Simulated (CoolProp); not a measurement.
Vapour-liquid equilibrium of R13 (1) + isobutane (2) at 112 kPa; x and y are mole fractions of (1).

Values from CoolProp's multi-fluid Helmholtz-energy mixture model, Platzer 1990 and Bücker 2006; pair parameters Bell 2016. This equation is an older, rougher fit; its heat capacities, sound speeds and derivatives of the liquid may be far off and weren't checked against measurements.

| x | bubble temperature, mixture model (K) | bubble temperature, Raoult's law (K) | y, mixture model | y, Raoult's law |
|---|---|---|---|---|
| 0.05 | 242.9 | 250.0 | 0.596 | 0.464 |
| 0.15 | 221.7 | 232.5 | 0.874 | 0.789 |
| 0.25 | ? | 222.0 | ? | 0.895 |
| 0.35 | ? | 214.9 | 0.957 | 0.940 |
| 0.45 | 203.9 | 209.5 | 0.968 | 0.964 |
| 0.55 | ? | 205.4 | 0.976 | 0.978 |
| 0.65 | 199.7 | 202.0 | 0.981 | 0.986 |
| 0.75 | 198.0 | 199.2 | 0.986 | 0.992 |
| 0.85 | 196.3 | 196.7 | 0.991 | 0.996 |
| 0.95 | 194.6 | 194.6 | 0.997 | 0.999 |

### Question
Complete the blanks.

### Answer

- 0.25, bubble temperature, mixture model (K): 212.3
- 0.25, y, mixture model: 0.934
- 0.35, bubble temperature, mixture model (K): 207.1
- 0.55, bubble temperature, mixture model (K): 201.5

The largest gap from Raoult's law is -10.8 K in bubble temperature, at x = 0.15. No azeotrope shows between x = 0.05 and 0.95.

Pair parameters are fitted to limited data, so mixtures are less certain than the pure fluids. With so large a gap from Raoult's law the liquid may split in two, which this calculation doesn't test in full.
